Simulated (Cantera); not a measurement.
An isothermal, constant-pressure homogeneous reactor starts with NO : N2 = 1 : 16 (molar parts), at 1425 K and 8.25 Torr. Integrator tolerance rtol = 1e-08.

Cantera simulation using GRI-Mech 3.0 (53 species, 325 reactions); the numbers are that mechanism's predictions, not measurements. Radical loss at walls, strong at low pressure, is not modelled.

Q: What does this change do: temperature 1425 to 1898 K?

A: 
```tsv
quantity	before	after
x(NO) at 100 s	0.0588 (gas-phase equilibrium 0.000346)	0.0373 (gas-phase equilibrium 0.00232)
x(O) at 100 s	2.55e-7 (gas-phase equilibrium 2.28e-6)	0.000302 (gas-phase equilibrium 0.000471)
x(NO2) at 100 s	1.30e-6 (gas-phase equilibrium 9.20e-8)	1.81e-6 (gas-phase equilibrium 1.83e-7)
x(O2) at 100 s	1.18e-5 (gas-phase equilibrium 0.0292)	0.0106 (gas-phase equilibrium 0.0280)
x(N2) at 100 s	0.941 (gas-phase equilibrium 0.970)	0.952 (gas-phase equilibrium 0.969)
x(N2O) at 100 s	1.03e-6 (gas-phase equilibrium 2.53e-9)	5.07e-7 (gas-phase equilibrium 1.53e-8)
```
